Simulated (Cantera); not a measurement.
BaF2 + H2O + H2 (halide evaporation, hydrolysis and transport)

Charge: 1 mol BaF2, 0.6 mol H2O, 16 mol H2, held at 0.480 Pa.

These are equilibrium values from Cantera (NASA tables, ideal gas, pure condensed phases), not measurements of a reactor. Candidate condensed phases: Ba, BaF2, BaO, Ba(OH)2, H2O; 27 gas species. Mutual solubility and eutectic melting of coexisting phases are not modelled. Kinetics and transport are ignored.

From 902 °C to 977 °C the condensed part is BaF2(s) + BaO(s). At 1052 °C the condensed part is BaO(s). From 1127 °C to 1877 °C nothing is condensed. The main Ba-bearing gas is BaF2 at 902 °C and BaF at 1877 °C.

```tsv
T (°C)	x H2	x H	x BaF2	x HF	x BaF	x H2O	x O	x Ba	n BaF2(s)	n BaO(s)
902	0.961	5.48e-5	0.00188	0.00266	6.69e-5	0.0347	<1e-12	3.56e-8	0.946	0.0216
977	0.941	0.000214	0.0188	0.00736	0.000841	0.0320	1.69e-11	6.47e-7	0.610	0.0552
1052	0.904	0.000710	0.0491	0.0108	0.00446	0.0309	2.63e-10	7.92e-6	0	0.0549
1127	0.897	0.00210	0.0455	0.0111	0.0108	0.0338	3.35e-9	5.58e-5	0	0
1202	0.888	0.00558	0.0402	0.0162	0.0157	0.0336	3.04e-8	0.000149	0	0
1277	0.875	0.0134	0.0340	0.0223	0.0213	0.0333	2.24e-7	0.000357	0	0
1352	0.853	0.0297	0.0272	0.0289	0.0269	0.0328	1.38e-6	0.000778	0	0
1427	0.818	0.0608	0.0206	0.0352	0.0317	0.0321	7.34e-6	0.00154	0	0
1502	0.761	0.115	0.0147	0.0407	0.0346	0.0308	3.44e-5	0.00278	0	0
1577	0.674	0.202	0.00998	0.0446	0.0350	0.0288	0.000145	0.00451	0	0
1652	0.555	0.325	0.00647	0.0466	0.0329	0.0256	0.000566	0.00656	0	0
1727	0.411	0.476	0.00411	0.0464	0.0289	0.0204	0.00200	0.00852	0	0
1802	0.267	0.629	0.00268	0.0446	0.0245	0.0128	0.00578	0.00995	0	0
1877	0.152	0.752	0.00190	0.0423	0.0208	0.00512	0.0113	0.0107	0	0
```
x: gas mole fraction; n: condensed amount in mol.
